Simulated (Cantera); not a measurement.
A Cantera script and what it prints.

```python
import numpy as np
import cantera as ct

gas_names = [...]  # 115 gases of nasa_gas.yaml made of C, Ca, H, O
cond_names = """
    C(gr) C6H6(L) C7H8(L) C8H18(L),n-octa Ca(a) Ca(b) Ca(L) CaCO3(caL) CaO(s) CaO(L) CaO2H2(s) H2O(s)
    H2O(L)
""".split()


# ... load() reads the species with a 1 bar reference pressure and builds the phases ...
atoms = {
    'Ca(OH)2': {'Ca': 1, 'O': 2, 'H': 2},
    'H2': {'H': 2},
    'CO2': {'C': 1, 'O': 2},
}
top_T = {'C(gr)': 4500}  # K; cautious upper limits of use, not melting points


# ... equilibrate(T, P, feed) seeds the gas with the atoms and calls Mixture.equilibrate('TP', solver="vcs", rtol=1e-11, max_steps=5000) ...
results = []
feed = {'Ca(OH)2': 1, 'H2': 3.1, 'CO2': 1.9}  # mol
P = 460000  # Pa
for T in [525, 625, 725, 825, 925, 1025, 1125, 1225, 1325, 1425]:
    mix = equilibrate(T, P, feed)
    results.append((T, P, feed, dict(zip(mix.species_names, mix.species_moles))))

top = {s: max(r[3][s] / sum(r[3][g] for g in gas_names) for r in results) for s in gas_names}
cols = sorted((s for s in top if top[s] > 1e-05), key=lambda s: -top[s])[:8]
seen = [c for c in cond_names if any(r[3].get(c, 0) > 1e-12 for r in results)]
print("log10 of partial pressures in bar; condensed amounts in mol")
print(f"{'T/K':>10s}" + "".join(f"{s[:9]:>10s}" for s in cols + seen))
for T, P, feed, n in results:
    ng = sum(n[g] for g in gas_names)
    print(f"{T:10.4g}" + "".join(f"{np.log10(max(n[s] / ng * P / 1e5, 1e-99)):10.3f}" for s in cols)
          + "".join(f"{n.get(c, 0):10.4g}" for c in seen))
```

It prints:

```
log10 of partial pressures in bar; condensed amounts in mol
       T/K       H2O        H2       CH4        CO       CO2 CaCO3(caL    CaO(s)
       525     0.526    -1.307     0.007    -4.522    -0.749         1         0
       625     0.505    -0.640    -0.022    -3.121    -0.659         1         0
       725     0.455    -0.198    -0.097    -2.043    -0.513         1         0
       825     0.368     0.093    -0.250    -1.218    -0.390         1         0
       925     0.255     0.273    -0.562    -0.654    -0.366         1         0
      1025     0.175     0.353    -1.199    -0.373    -0.439         1         0
      1125     0.185     0.264    -2.282    -0.156    -0.276    0.4044    0.5956
      1225     0.208     0.184    -3.316    -0.072    -0.215         0         1
      1325     0.223     0.168    -4.079    -0.043    -0.258         0         1
      1425     0.235     0.154    -4.737    -0.021    -0.297         0         1
```

Equilibrium computed with Cantera from the NASA thermochemical tables; the gas is ideal and each condensed phase is pure. Mutual solubility and eutectic melting of coexisting phases are not modelled.
